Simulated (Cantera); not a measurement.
Feed: 1 mol V2O3, 2.5 mol H2, 3.5 mol H2O, equilibrated at 1100 K and 87.0 Pa.

Cantera equilibrium calculation (NASA polynomials, part measured and part estimated; ideal gas, pure solids and liquids). Candidate condensed phases: H2O, V, VO, V2O3, V2O4, V2O5; 12 gas species. Condensed phases not in the tables: the oxides between V2O3 and V2O5 other than VO2. Equilibrium is a limit: real reactors are often held back by kinetics, nucleation or transport.

Base state: H2O 0.583, H2 0.417 (mole fractions); condensed: V2O3(s).

What changes in the equilibrium state with this change: V2O3 replaced by Cu2O?


```csv
species,before,after
H2O,0.583,0.750
H2,0.417,0.250
"V2O3(s), mol",1.00,0
"Cu(s), mol",0,2.00
```
Further candidate phases: Cu, CuO, Cu(OH)2, Cu2O.
